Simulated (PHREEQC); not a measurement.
Solution A (21 mmol/kgw AgNO3 and 0.75 mmol/kgw HF) is mixed with solution B (0.15 mol Cu(NO3)2, 0.038 mol HCl and 0.00011 mol NaCl per kg of water) at 90 °C; shares are by mass of water, 1 kg in all. Oxygen is held at 0.21 atm. CO2 from the air is kept out. Only these solids could form: Cu(OH)2, Atacamite, Cu2(OH)3NO3, Cerargyrite, Ag2O, Halite, CuF2:2H2O.

All values are PHREEQC results (ion-association model, wateq4f.dat), not measurements.

Q: Predict pH at share of solution B = 0, 0.1, 0.7.

A: 
```
share of solution B    pH
-------------------  ----
0                    3.55
0.1                  2.50
0.7                  1.70
```

Away from 25 °C the constants follow the database's enthalpies or fits; those with neither stay at their 25 °C values.
